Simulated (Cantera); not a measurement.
Input (Python, Cantera) and output of one run.

```python
import numpy as np
import cantera as ct

gas_names = [...]  # 136 gases of nasa_gas.yaml made of C, H, N, O
cond_names = """
    C(gr) C6H6(L) C7H8(L) C8H18(L),n-octa H2O(s) H2O(L)
""".split()


# ... load() reads the species with a 1 bar reference pressure and builds the phases ...
atoms = {
    'C3H8': {'C': 3, 'H': 8},
    'CO2': {'C': 1, 'O': 2},
    'H2': {'H': 2},
    'NH3': {'N': 1, 'H': 3},
}
top_T = {'C(gr)': 4500}  # K; cautious upper limits of use, not melting points


# ... equilibrate(T, P, feed) seeds the gas with the atoms and calls Mixture.equilibrate('TP', solver="vcs", rtol=1e-11, max_steps=5000) ...
results = []
feed = {'C3H8': 1, 'CO2': 0.037, 'H2': 1.7, 'NH3': 1.7}  # mol
T = 925  # K
P = 1200000  # Pa
mix = equilibrate(T, P, feed)
results.append((T, P, feed, dict(zip(mix.species_names, mix.species_moles))))
x = sorted(zip(gas.X, gas.species_names), reverse=True)
print(f"T = {T:g} K  P = {P:g} Pa  gas = {mix.phase_moles(0):.4g} mol")
print("   x: " + "  ".join(f"{s} {v:.3e}" for v, s in x if v > 0.0001))
print("   condensed (mol): " + ("  ".join(f"{mix.phase(i).name} {mix.phase_moles(i):.4g}"
      for i in range(1, mix.n_phases) if mix.phase_moles(i) > 1e-12) or "none"))
```

It prints:

```
T = 925 K  P = 1.2e+06 Pa  gas = 6.289 mol
   x: CH4 4.472e-01  H2 4.053e-01  N2 1.346e-01  H2O 1.021e-02  CO 1.412e-03  NH3 1.130e-03
   condensed (mol): C(gr) 0.2144
```

Method: chemical equilibrium by Gibbs-energy minimisation in Cantera with the NASA 1993 tables (ideal gas, pure condensed phases).
